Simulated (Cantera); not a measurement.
An isothermal, constant-pressure homogeneous reactor starts with 25.6 % CH4, 74.4 % H2, at 1850 K and 30.0 Torr.

Detailed kinetics in Cantera: GRI-Mech 3.0 (53 species, 325 reactions). GRI-Mech 3.0 stops at C3 and has no aromatics, soot or wall deposition, so with more carbon than oxygen in the feed, carbon stays in small species such as C2H2 where larger ones or solid carbon would form. Radical loss at walls, strong at low pressure, is not modelled.

x: mole fraction; the columns are a selection and need not sum to one.

```json
[
 {"t (s)": "1.00e-5", "x CH4": "0.256", "x H2": "0.744", "x C2H6": "1.23e-10", "x C2H2": "<1e-12", "x C2H4": "1.58e-10", "x CH3": "2.94e-5"},
 {"t (s)": "3.15e-5", "x CH4": "0.256", "x H2": "0.744", "x C2H6": "5.22e-9", "x C2H2": "1.85e-11", "x C2H4": "1.11e-8", "x CH3": "9.82e-5"},
 {"t (s)": "9.90e-5", "x CH4": "0.256", "x H2": "0.744", "x C2H6": "1.64e-7", "x C2H2": "3.08e-9", "x C2H4": "4.89e-7", "x CH3": "0.000314"},
 {"t (s)": "0.000312", "x CH4": "0.255", "x H2": "0.744", "x C2H6": "3.44e-6", "x C2H2": "4.48e-7", "x C2H4": "1.67e-5", "x CH3": "0.000988"},
 {"t (s)": "0.000981", "x CH4": "0.252", "x H2": "0.744", "x C2H6": "?", "x C2H2": "?", "x C2H4": "?", "x CH3": "?"},
 {"t (s)": "0.00309", "x CH4": "0.221", "x H2": "0.759", "x C2H6": "0.000164", "x C2H2": "0.00674", "x C2H4": "0.00447", "x CH3": "0.00678"},
 {"t (s)": "0.00972", "x CH4": "0.133", "x H2": "0.814", "x C2H6": "7.72e-5", "x C2H2": "0.0446", "x C2H4": "0.00240", "x CH3": "0.00486"},
 {"t (s)": "0.0306", "x CH4": "?", "x H2": "0.862", "x C2H6": "?", "x C2H2": "?", "x C2H4": "?", "x CH3": "?"},
 {"t (s)": "0.0962", "x CH4": "0.0160", "x H2": "0.886", "x C2H6": "1.67e-6", "x C2H2": "0.0951", "x C2H4": "0.000103", "x CH3": "0.000791"},
 {"t (s)": "0.303", "x CH4": "0.00407", "x H2": "0.893", "x C2H6": "1.25e-7", "x C2H2": "0.100", "x C2H4": "6.30e-5", "x CH3": "0.000226"},
 {"t (s)": "0.953", "x CH4": "0.00116", "x H2": "0.895", "x C2H6": "1.12e-8", "x C2H2": "0.101", "x C2H4": "6.05e-5", "x CH3": "6.66e-5"},
 {"t (s)": "3.00", "x CH4": "0.000502", "x H2": "0.895", "x C2H6": "2.67e-9", "x C2H2": "0.102", "x C2H4": "6.04e-5", "x CH3": "2.89e-5"}
]
```

### Question
Some entries are withheld; supply them.

### Answer

- 0.000981, x C2H6: 4.09e-5
- 0.000981, x C2H2: 7.19e-5
- 0.000981, x C2H4: 0.000464
- 0.000981, x CH3: 0.00306
- 0.0306, x CH4: 0.0548
- 0.0306, x C2H6: 1.56e-5
- 0.0306, x C2H2: 0.0787
- 0.0306, x C2H4: 0.000489
- 0.0306, x CH3: 0.00228
